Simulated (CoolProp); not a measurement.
The fluoroketone C6F12O (FK-5-1-12) along the isotherm 500 K: Z from the reference equation and from simpler models built on Tc = 441.8 K, pc = 1.869 MPa, ω = 0.471; each cubic takes its own stable root.

The numbers come from the reference Helmholtz-energy equation of state, McLinden 2015 in CoolProp.

```json
[
 {"p (MPa)": "0.0591", "phase": "gas", "reference": "0.9930", "Soave-Redlich-Kwong": "0.9934", "Peng-Robinson": "0.9923"},
 {"p (MPa)": "0.0892", "phase": "gas", "reference": "0.9895", "Soave-Redlich-Kwong": "0.9900", "Peng-Robinson": "0.9884"},
 {"p (MPa)": "0.135", "phase": "gas", "reference": "0.9840", "Soave-Redlich-Kwong": "0.9848", "Peng-Robinson": "0.9824"},
 {"p (MPa)": "0.203", "phase": "gas", "reference": "0.9760", "Soave-Redlich-Kwong": "0.9771", "Peng-Robinson": "0.9735"},
 {"p (MPa)": "0.306", "phase": "gas", "reference": "0.9637", "Soave-Redlich-Kwong": "0.9654", "Peng-Robinson": "0.9600"},
 {"p (MPa)": "0.462", "phase": "gas", "reference": "0.9449", "Soave-Redlich-Kwong": "0.9474", "Peng-Robinson": "0.9394"},
 {"p (MPa)": "0.697", "phase": "gas", "reference": "0.9162", "Soave-Redlich-Kwong": "0.9198", "Peng-Robinson": "0.9080"},
 {"p (MPa)": "1.05", "phase": "gas", "reference": "0.8717", "Soave-Redlich-Kwong": "0.8774", "Peng-Robinson": "0.8602"},
 {"p (MPa)": "1.59", "phase": "gas", "reference": "0.7996", "Soave-Redlich-Kwong": "0.8101", "Peng-Robinson": "0.7858"},
 {"p (MPa)": "2.39", "phase": "supercritical", "reference": "0.6844", "Soave-Redlich-Kwong": "0.7077", "Peng-Robinson": "0.6761"},
 {"p (MPa)": "3.61", "phase": "supercritical", "reference": "0.5278", "Soave-Redlich-Kwong": "0.5868", "Peng-Robinson": "0.5517"},
 {"p (MPa)": "5.44", "phase": "supercritical", "reference": "0.5141", "Soave-Redlich-Kwong": "0.5866", "Peng-Robinson": "0.5422"},
 {"p (MPa)": "8.21", "phase": "supercritical", "reference": "0.6433", "Soave-Redlich-Kwong": "0.7065", "Peng-Robinson": "0.6456"},
 {"p (MPa)": "12.4", "phase": "supercritical", "reference": "0.8654", "Soave-Redlich-Kwong": "0.9158", "Peng-Robinson": "0.8319"},
 {"p (MPa)": "18.7", "phase": "supercritical", "reference": "1.195", "Soave-Redlich-Kwong": "1.228", "Peng-Robinson": "1.112"}
]
```
